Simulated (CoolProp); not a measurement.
n-decane at several states: Z from the reference equation and from simpler models built on Tc = 617.7 K, pc = 2101 kPa, ω = 0.488; each cubic takes its own stable root.

Values from CoolProp's reference Helmholtz-energy equation of state, Lemmon 2006. It is a short technical equation, of lower accuracy than the large ones.

```csv
T (K),p (kPa),phase,reference
312.2,37.9,liquid,0.002903
616.5,4980,liquid,0.3199
270,700,liquid,0.05925
258,11100,liquid,0.9629
300.2,40.3,liquid,0.003169
```

Q: How far does each simpler model (van der Waals, Redlich-Kwong, Peng-Robinson) lie from the reference over these 5 states: mean and median of the absolute difference, and the worst?

A: 
- van der Waals: mean 12836.2 %, median 89.0 %, worst +33451.5 % at 312.2 K and 37.9 kPa
- Redlich-Kwong: mean 26.1 %, median 26.7 %, worst +27.3 % at 270 K and 700 kPa
- Peng-Robinson: mean 9.3 %, median 9.6 %, worst +10.6 % at 616.5 K and 4980 kPa

At some of these states van der Waals gives the other phase, because its saturation line lies elsewhere.
